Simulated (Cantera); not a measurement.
A perfectly stirred reactor is fed with CO : O₂ : H₂O : N₂ = 0.015 : 0.042 : 0.00039 : 1 (molar parts), at 4.30 bar; it is held at 1400 K, and followed from long to short residence time.

Computed with Cantera and GRI-Mech 3.0 (53 species, 325 reactions).

Q: Predict: x(CO) at τ = 0.300 s; x(O₂) at τ = 0.300 s; x(H₂O) at τ = 0.300 s; x(CO₂) at τ = 0.300 s; x(HO₂) at τ = 0.300 s; x(CO) at τ = 41.0 ms; x(O₂) at τ = 41.0 ms; x(H₂O) at τ = 41.0 ms; x(CO₂) at τ = 41.0 ms; x(HO₂) at τ = 41.0 ms.

A: 
```json
{
  "x(CO) at τ = 0.300 s": "0.000425",
  "x(O₂) at τ = 0.300 s": "0.0330",
  "x(H₂O) at τ = 0.300 s": "0.000366",
  "x(CO₂) at τ = 0.300 s": "0.0139",
  "x(HO₂) at τ = 0.300 s": "8.31e-7",
  "x(CO) at τ = 41.0 ms": "0.00163",
  "x(O₂) at τ = 41.0 ms": "0.0336",
  "x(H₂O) at τ = 41.0 ms": "0.000362",
  "x(CO₂) at τ = 41.0 ms": "0.0126",
  "x(HO₂) at τ = 41.0 ms": "1.95e-6"
}
```
